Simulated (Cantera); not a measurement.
**Adiabatic ignition**

An adiabatic, constant-volume homogeneous reactor starts with CH₄ : O₂ : N₂ : H₂O = 1 : 1.11 : 6.22 : 0.057 (molar parts), equivalence ratio 1.8, at 1150 K and 12800 Torr.

Detailed kinetics in Cantera: GRI-Mech 3.0 (53 species, 325 reactions). The pressure lies above the range GRI-Mech 3.0 was tuned for (to about 10 atm).

```tsv
t (s)	T (K)	P (bar)	x CH₄	x O₂	x CH₂O	x OH	x C₂H
7.00e-6	1150	17.0	0.119	0.132	1.04e-9	8.85e-12	<1e-12
1.66e-5	1150	17.0	0.119	0.132	6.18e-9	2.49e-11	<1e-12
3.94e-5	1150	17.0	0.119	0.132	3.98e-8	7.92e-11	<1e-12
9.36e-5	1150	17.0	0.119	0.132	2.97e-7	2.75e-10	<1e-12
0.000222	1150	17.0	0.119	0.132	2.36e-6	7.92e-10	<1e-12
0.000528	1150	17.0	0.119	0.132	1.17e-5	1.16e-9	<1e-12
0.00125	1150	17.0	0.119	0.132	3.94e-5	1.62e-9	<1e-12
0.00297	1152	17.0	0.119	0.132	0.000137	3.44e-9	<1e-12
0.00706	1170	17.3	0.116	0.130	0.000960	3.77e-8	<1e-12
0.0168	2406	39.4	5.92e-9	4.90e-7	1.44e-7	0.000182	<1e-12
0.0398	2406	39.4	5.92e-9	4.90e-7	1.44e-7	0.000182	<1e-12
0.0945	2406	39.4	5.92e-9	4.90e-7	1.44e-7	0.000182	<1e-12
0.224	2406	39.4	5.92e-9	4.90e-7	1.44e-7	0.000182	<1e-12
0.532	2406	39.4	5.92e-9	4.90e-7	1.44e-7	0.000182	<1e-12
1.26	2406	39.4	5.92e-9	4.90e-7	1.44e-7	0.000182	<1e-12
3.00	2406	39.4	5.92e-9	4.90e-7	1.44e-7	0.000182	<1e-12
```
x: mole fraction; the columns are a selection and need not sum to one.

time of steepest temperature rise: 8.68 ms
temperature at 3.00 s: 2406 K
equilibrium temperature: 2406 K
x(CH₄) at 3.00 s: 5.92e-9 (gas-phase equilibrium 6.55e-9)
x(O₂) at 3.00 s: 4.90e-7 (gas-phase equilibrium 4.90e-7)
x(CH₂O) at 3.00 s: 1.44e-7 (gas-phase equilibrium 1.44e-7)
